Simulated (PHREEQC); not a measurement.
Synthetic water in mg/L, 25 °C, pH 5.77, pe 11.1:

```csv
constituent,mg/L
Na,4.93
K,0.498
Ca,0.802
Mg,0.0873
Cl,5.62
S(6) as SO4,4.2
Alkalinity as HCO3,1.52
O(0) (dissolved oxygen),0.163
Cd,0.132
B,0.0326
```

Na is adjusted to close the charge balance.
Valence states are taken as typed.

Model: ion-association model, phreeqc.dat, run in PHREEQC.

```tsv
quantity	before	after
CO2 (mol/kgw)	9.96e-5	0.000129
HCO3- (mol/kgw)	2.66e-5	2.66e-5
CaSO4 (mol/kgw)	1.30e-7	1.16e-7
NaSO4- (mol/kgw)	4.18e-8	3.79e-8
MgSO4 (mol/kgw)	3.07e-8	2.06e-8
CdSO4 (mol/kgw)	1.21e-8	1.11e-8
SI of Otavite (CdCO3)	-3.02	-3.18
SI of Gypsum (CaSO4:2H2O)	-4.56	-4.54
```

**Question.** Which change was made?
(A) Alkalinity from 1.52 to 4.56 mg/L
(B) pH from 5.77 to 5.5 at the same alkalinity
(C) temperature from 25 to 10 °C at the same typed pH

**Answer.** C, temperature from 25 to 10 °C at the same typed pH

No solid was allowed to form. At this temperature some constants are extrapolated from 25 °C, and those without enthalpy data are left unchanged.
